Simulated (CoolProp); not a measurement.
The fluid at 353.78 K and 0.535 MPa expands adiabatically to 0.0896 MPa with isentropic efficiency 0.85. The same conditions are run with several fluids, on thermodynamics alone (safety and materials aside).

Computed with CoolProp (reference Helmholtz-energy equation of state of each fluid (R507A: Lemmon 2003; R114: Platzer 1990; chloromethane (R40): Thol 2014; R115: Lemmon 2016; R143a: Lemmon and Jacobsen 2000)). The equations of Platzer and Polt are older, rougher fits. Blends and air are pseudo-pure fits.

```tsv
fluid	work (kJ/kg)	final temperature (K)	final density (kg/m³)
R507A	40.3	305.4	3.54
R114	23.1	?	5.97
chloromethane (R40)	71.2	?	2.15
R115	?	315.5	?
R143a	47.0	301.5	?
```

Some entries are withheld; supply them.


- R114, final temperature (K): 315.8
- chloromethane (R40), final temperature (K): 259.5
- R115, work (kJ/kg): 26.2
- R115, final density (kg/m³): 5.35
- R143a, final density (kg/m³): 3.05
